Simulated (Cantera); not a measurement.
An adiabatic, constant-pressure homogeneous reactor starts with 7.19 % CH4, 19.4 % O2, 73.4 % N2, at 1375 K and 0.480 bar.

Model: GRI-Mech 3.0 (53 species, 325 reactions), integrated in Cantera.

Q: Predict: time of steepest temperature rise; temperature at 3.00 s; equilibrium temperature; x(O2) at 3.00 s; x(H2O2) at 3.00 s; x(H2O) at 3.00 s; x(CO) at 3.00 s.

A: 
* **time of steepest temperature rise**: 6.97 ms
* **temperature at 3.00 s**: 2530 K
* **equilibrium temperature**: 2530 K
* **x(O2) at 3.00 s**: 0.0488 (gas-phase equilibrium 0.0488)
* **x(H2O2) at 3.00 s**: 1.45e-7 (gas-phase equilibrium 1.45e-7)
* **x(H2O) at 3.00 s**: 0.126 (gas-phase equilibrium 0.126)
* **x(CO) at 3.00 s**: 0.0156 (gas-phase equilibrium 0.0156)
